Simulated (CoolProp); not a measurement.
Properties of water along the isotherm 1000 K.

Computed with CoolProp (reference Helmholtz-energy equation of state, Wagner 2002).

| p (MPa) | phase | Z | expansivity (1/kK) |
|---|---|---|---|
| 0.105 | gas | 0.9997 | 1.001 |
| 0.163 | gas | 0.9996 | 1.002 |
| 0.254 | gas | 0.9994 | 1.003 |
| 0.395 | gas | 0.9990 | 1.005 |
| 0.615 | gas | 0.9984 | 1.007 |
| 0.958 | gas | 0.9976 | 1.011 |
| 1.49 | gas | 0.9962 | 1.018 |
| 2.32 | gas | 0.9941 | 1.028 |
| 3.62 | gas | 0.9907 | 1.044 |
| 5.63 | gas | 0.9856 | 1.069 |
| 8.77 | gas | 0.9774 | 1.110 |
| 13.7 | gas | 0.9646 | 1.176 |
| 21.3 | gas | 0.9450 | 1.285 |
| 33.1 | supercritical | 0.9155 | 1.464 |
